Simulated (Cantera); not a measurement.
What does this Cantera script print?

```python
import numpy as np
import cantera as ct

gas_names = """
    Cu CuO Cu2 H HO2 H2 H2O H2O2 O OH O2 O3
""".split()
cond_names = """
    Cu(cr) Cu(L) CuO(s) CuO2H2(s) Cu2O(s) Cu2O(L) H2O(s) H2O(L)
""".split()


def load(file, names, dense=False):
    # The tables refer to 1 bar. Condensed volumes are neglected.
    table = {s.name: s for s in ct.Species.list_from_file(file)}
    out = []
    for n in names:
        d = dict(table[n].input_data)
        d["thermo"] = dict(d["thermo"], **{"reference-pressure": 1e5})
        if dense:
            d["equation-of-state"] = {"model": "constant-volume", "density": "1e6 g/cm^3"}
        out.append(ct.Species.from_dict(d))
    return out


gas = ct.Solution(thermo="ideal-gas", species=load("nasa_gas.yaml", gas_names))
cond = {s.name: ct.Solution(thermo="fixed-stoichiometry", species=[s], name=s.name)
        for s in load("nasa_condensed.yaml", cond_names, dense=True)}
atoms = {
    'CuO': {'Cu': 1, 'O': 1},
    'H2': {'H': 2},
}
top_T = {'CuO(s)': 1390}  # K; cautious upper limits of use, not melting points


def equilibrate(T, P, feed):
    n = {}
    for name, mol in feed.items():
        for a, k in atoms[name].items():
            n[a] = n.get(a, 0.0) + k * mol
    gas.TPX = T, P, n
    mass = sum(n.values()) * gas.mean_molecular_weight
    gas.equilibrate("TP")
    valid = [c for c in cond.values() if c.min_temp <= T <= top_T.get(c.name, c.max_temp)]
    mix = ct.Mixture([(gas, mass / gas.mean_molecular_weight)] + [(c, 0.0) for c in valid])
    mix.T, mix.P = T, P
    mix.equilibrate("TP", solver="vcs", rtol=1e-11, max_steps=5000)
    return mix


results = []
feed = {'CuO': 1, 'H2': 1.1}  # mol
P = 100000  # Pa
for T in [975, 1125, 1275, 1425, 1575, 1725, 1875]:
    mix = equilibrate(T, P, feed)
    results.append((T, P, feed, dict(zip(mix.species_names, mix.species_moles))))

top = {s: max(r[3][s] / sum(r[3][g] for g in gas_names) for r in results) for s in gas_names}
cols = sorted((s for s in top if top[s] > 1e-05), key=lambda s: -top[s])[:9]
seen = [c for c in cond_names if any(r[3].get(c, 0) > 1e-12 for r in results)]
print("log10 of partial pressures in bar; condensed amounts in mol")
print(f"{'T/K':>10s}" + "".join(f"{s[:9]:>10s}" for s in cols + seen))
for T, P, feed, n in results:
    ng = sum(n[g] for g in gas_names)
    print(f"{T:10.4g}" + "".join(f"{np.log10(max(n[s] / ng * P / 1e5, 1e-99)):10.3f}" for s in cols)
          + "".join(f"{n.get(c, 0):10.4g}" for c in seen))
```

It prints:

```
log10 of partial pressures in bar; condensed amounts in mol
       T/K       H2O        H2        Cu         H        OH    Cu(cr)     Cu(L)
       975    -0.041    -1.041   -11.254    -9.462   -11.204         1         0
      1125    -0.041    -1.041    -8.874    -7.873    -9.156         1         0
      1275    -0.041    -1.041    -7.063    -6.653    -7.587         1         0
      1425    -0.041    -1.041    -5.663    -5.687    -6.347         0         1
      1575    -0.041    -1.041    -4.563    -4.902    -5.342         0         1
      1725    -0.042    -1.042    -3.660    -4.252    -4.511         0    0.9998
      1875    -0.042    -1.042    -2.905    -3.704    -3.813         0    0.9986
```

Method: chemical equilibrium by Gibbs-energy minimisation in Cantera with the NASA 1993 tables (ideal gas, pure condensed phases).
